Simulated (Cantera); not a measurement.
What does this Cantera script print?

```python
import numpy as np
import cantera as ct

gas_names = """
    H HO2 H2 H2O H2O2 O OH O2 O3 Pb PbO Pb2
""".split()
cond_names = """
    H2O(s) H2O(L) Pb(cr) Pb(L) PbO(rd) PbO(yw) PbO(L) PbO2(s) Pb3O4(s)
""".split()


# ... load() reads the species with a 1 bar reference pressure and builds the phases ...
atoms = {
    'PbO': {'Pb': 1, 'O': 1},
    'H2': {'H': 2},
}
top_T = {'Pb3O4(s)': 820}  # K; cautious upper limits of use, not melting points


# ... equilibrate(T, P, feed) seeds the gas with the atoms and calls Mixture.equilibrate('TP', solver="vcs", rtol=1e-11, max_steps=5000) ...
results = []
feed = {'PbO': 1, 'H2': 0.2}  # mol
T = 900  # K
P = 1333.22  # Pa
mix = equilibrate(T, P, feed)
results.append((T, P, feed, dict(zip(mix.species_names, mix.species_moles))))
x = sorted(zip(gas.X, gas.species_names), reverse=True)
print(f"T = {T:g} K  P = {P:g} Pa  gas = {mix.phase_moles(0):.4g} mol")
print("   x: " + "  ".join(f"{s} {v:.3e}" for v, s in x if v > 0.001))
print("   condensed (mol): " + ("  ".join(f"{mix.phase(i).name} {mix.phase_moles(i):.4g}"
      for i in range(1, mix.n_phases) if mix.phase_moles(i) > 1e-12) or "none"))
```

It prints:

```
T = 900 K  P = 1333.22 Pa  gas = 0.2 mol
   x: H2O 9.998e-01
   condensed (mol): Pb(L) 0.2  PbO(yw) 0.8
```

Cantera equilibrium calculation (NASA polynomials, part measured and part estimated; ideal gas, pure solids and liquids).
